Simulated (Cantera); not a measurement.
Feed: 1 mol CsOH, 3.1 mol H₂O, 3.4 mol O₂, held at 54.0 mbar.

Equilibrium computed with Cantera from the NASA thermochemical tables; the gas is ideal and each condensed phase is pure. Candidate condensed phases: Cs, CsOH, H₂O; 15 gas species. The numbers say what is thermodynamically allowed, not how fast it happens. All values below are at 1600 K.

Base state: O₂ 0.453, H₂O 0.413, CsOH 0.133, OH 0.000904, Cs 0.000358, O 4.20e-5, H₂ 1.75e-5, CsO 1.11e-5 (mole fractions); condensed: gas only.

Problem. What changes in the equilibrium state with this change: H₂O from 3.1 to 0.2 mol?

Solution. 
```json
[
 {"species": "O₂", "before": "0.453", "after": "0.738"},
 {"species": "CsOH", "before": "0.133", "after": "0.215"},
 {"species": "H₂O", "before": "0.413", "after": "0.0441"},
 {"species": "H₂", "before": "1.75e-5", "after": "1.46e-6"},
 {"species": "CsO", "before": "1.11e-5", "after": "6.25e-5"}
]
```
